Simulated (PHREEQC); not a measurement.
2.2 g of hydrous ferric oxide (600 m²/g; 0.2 weak and 0.005 strong sites per Fe, Dzombak-Morel constants, diffuse double layer) in 1 kg of water with 0.05 mol/kgw of an inert sodium salt and 0.0008 mol/kgw CaCl2, 0.0034 mol/kgw SrCl2 and 0.00032 mol/kgw NaF, at 25 °C; the pH is set by adding NaOH or the inert anion's acid. O2 is buffered at 0.21 atm. The system is closed to CO2. Precipitation was switched off in this run.

Computed with PHREEQC (ion-association model, wateq4f.dat).

| pH | Ca sorbed (%) | Sr sorbed (%) | F sorbed (%) | surface charge σ (C/m²) |
|---|---|---|---|---|
| 4 | 0.0 | 0.0 | 97.1 | 0.287 |
| 4.67 | 0.0 | 0.0 | 95.8 | 0.217 |
| 5.33 | 0.0 | 0.0 | 92.1 | 0.147 |
| 6 | 0.2 | 0.2 | 82.8 | 0.090 |
| 6.67 | 1.2 | 1.2 | 64.1 | 0.051 |
| 7.33 | 3.3 | 2.7 | 38.4 | 0.026 |
| 8 | 14.2 | 5.4 | 16.5 | 0.007 |
| 8.67 | 49.0 | 17.6 | 6.8 | -0.002 |
| 9.33 | 72.9 | 35.6 | 2.4 | -0.007 |
| 10 | 81.2 | 47.5 | 0.6 | -0.009 |
| 10.67 | 83.4 | 54.8 | 0.1 | -0.010 |
| 11.33 | 84.0 | 66.4 | 0.0 | -0.012 |
| 12 | 84.0 | 82.5 | 0.0 | -0.016 |

Complexes and solids missing from the database can't appear.
